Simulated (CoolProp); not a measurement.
A simple Rankine cycle with propane: condensing at 314.15 K, boiler at 3.13 MPa, turbine inlet 368.1 K, turbine efficiency 0.8, pump efficiency 0.8, no recuperator. Each further row changes one setting.

Computed with CoolProp (reference Helmholtz-energy equation of state, Lemmon 2009).

```
case                             thermal efficiency (%)  net work (kJ/kg)  heat in (kJ/kg)  turbine exit temperature (K)  volume ratio over the turbine
-------------------------------  ----------------------  ----------------  ---------------  ----------------------------  -----------------------------
as stated                                           7.2              26.4              367                         330.2                           2.44
turbine inlet 388.1 K                               7.4              31.1              423                         353.8                           2.34
condensing temperature 306.15 K                     8.6              33.3              389                         322.8                           2.96
boiler pressure 2.19 MPa                            4.4              17.6              401                         349.9                           1.59
turbine efficiency 0.7                              6.1              22.5              367                         332.0                           2.46
```
